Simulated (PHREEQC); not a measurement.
A solution holds 0.02 mol/kgw Na2SO4, 0.00014 mol/kgw KNO3 and 0.062 mol/kgw Al(NO3)3, at 25 °C. Closed to the air; pH follows from the charge balance.

Computed with PHREEQC (ion-association model, wateq4f.dat).

The ionic strength comes out as 0.332 mol/kgw. What activity coefficients do Al+3, NO3-, AlOH+2, Al(SO4)2-, Na+ get?

Al+3 0.11, NO3- 0.65, AlOH+2 0.26, Al(SO4)2- 0.69, Na+ 0.72.

No solid was allowed to form.
